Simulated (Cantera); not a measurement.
An isothermal, constant-pressure homogeneous reactor starts with CH4 : N2 = 1 : 72 (molar parts), at 2000 K and 57.8 Torr. Integrator tolerance rtol = 1e-08.

Cantera simulation using GRI-Mech 3.0 (53 species, 325 reactions); the numbers are that mechanism's predictions, not measurements. GRI-Mech 3.0 stops at C3 and has no aromatics, soot or wall deposition, so with more carbon than oxygen in the feed, carbon stays in small species such as C2H2 where larger ones or solid carbon would form.

```
quantity                                              before                                     after
-----------------  -----------------------------------------  ----------------------------------------
x(CH4) at 5.00 s     3.64e-8 (gas-phase equilibrium 6.21e-8)   4.77e-5 (gas-phase equilibrium 6.32e-7)
x(C2H6) at 5.00 s      <1e-12 (gas-phase equilibrium <1e-12)   5.70e-10 (gas-phase equilibrium <1e-12)
x(H) at 5.00 s     0.000832 (gas-phase equilibrium 0.000832)   7.30e-5 (gas-phase equilibrium 7.46e-5)
x(C2H2) at 5.00 s   0.00666 (gas-phase equilibrium 0.000359)  0.00672 (gas-phase equilibrium 0.000489)
x(CH3) at 5.00 s     3.00e-8 (gas-phase equilibrium 5.13e-8)   3.49e-6 (gas-phase equilibrium 4.73e-8)
```

### Question
Name the change that produced these shifts.
A. temperature 2000 to 1698 K
B. pressure from 57.8 Torr to 0.128 Torr
C. CH4 1 to 4.7 parts
D. temperature 2000 to 1375 K

### Answer
A, temperature 2000 to 1698 K
